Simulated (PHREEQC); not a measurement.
Consider water at 64 °C with 0.034 mol/kgw K2SO4 and 0.00017 mol/kgw LiNO3. Closed to the air; pH follows from the charge balance.

Model: ion-association model, phreeqc.dat, run in PHREEQC.

```csv
quantity,before,after
ionic strength (mol/kgw),0.0875,0.0950
Li+ (mol/kgw),0.000163,0.000161
```

Problem. Which change was made?
(A) temperature from 64 to 5 °C
(B) K2SO4 left out
(C) K2SO4 from 0.034 to 0.051 mol/kgw
(D) diluted 2-fold with water
(E) temperature from 64 to 15 °C

Solution. A, temperature from 64 to 5 °C

Precipitation was switched off in this run. Away from 25 °C the constants follow the database's enthalpies or fits; those with neither stay at their 25 °C values.
